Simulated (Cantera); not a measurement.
A Cantera script and its output.

```python
import numpy as np
import cantera as ct

surf = ct.Interface("diamond.yaml", "diamond_100")
gas, bulk = surf.adjacent["gas"], surf.adjacent["diamond"]
k = surf.kinetics_species_index(bulk.species_names[0])
cover = ["c6HH", "c6H*", "c6*H", "c6**", "c6HM", "c6B"]

rows, drift = [], 0.0
print(f"{'P':>10s}{'um/h':>11s}" + "".join(f"{s:>11s}" for s in cover))
for v in [870, 1300, 1900, 2700, 4000, 5900, 8700, 13000]:
    T, P, xH, xCH3 = 1300, v, 0.00067, 0.00082
    gas.TPX = T, P, {"H": xH, "CH3": xCH3, "CH4": 0.018, "H2": 1 - xH - xCH3 - 0.018}
    surf.TP = bulk.TP = T, P
    surf.coverages = "c6H*:0.1, c6HH:0.9"
    surf.advance_coverages(100.0)
    before = surf.coverages
    surf.advance_coverages(100.0)
    drift = max(drift, np.max(np.abs(surf.coverages - before) / (surf.coverages + 1e-9)))
    rate = surf.net_production_rates[k] * bulk.mean_molecular_weight / bulk.density * 3.6e9
    rows.append([rate, *surf[cover].coverages])
    print(f"{v:10.4g}{rate:11.4e}" + "".join(f"{x:11.3e}" for x in rows[-1][1:]))
```

It prints:

```
         P       um/h       c6HH       c6H*       c6*H       c6**       c6HM        c6B
       870 2.3317e-01  4.458e-01  4.510e-02  4.819e-01  2.221e-02  2.273e-04  6.327e-10
      1300 4.2371e-01  4.456e-01  4.504e-02  4.814e-01  2.185e-02  3.489e-04  1.150e-09
      1900 7.2201e-01  4.454e-01  4.500e-02  4.808e-01  2.153e-02  5.217e-04  1.959e-09
      2700 1.1560e+00  4.451e-01  4.495e-02  4.803e-01  2.127e-02  7.544e-04  3.137e-09
      4000 1.9198e+00  4.448e-01  4.489e-02  4.797e-01  2.102e-02  1.134e-03  5.210e-09
      5900 3.1348e+00  4.443e-01  4.483e-02  4.790e-01  2.081e-02  1.688e-03  8.506e-09
      8700 5.1062e+00  4.436e-01  4.475e-02  4.781e-01  2.064e-02  2.498e-03  1.386e-08
   1.3e+04 8.5186e+00  4.427e-01  4.464e-02  4.769e-01  2.049e-02  3.723e-03  2.312e-08
```

Computed with Cantera and the Harris–Goodwin 1993 mechanism for the reconstructed diamond (100) surface.
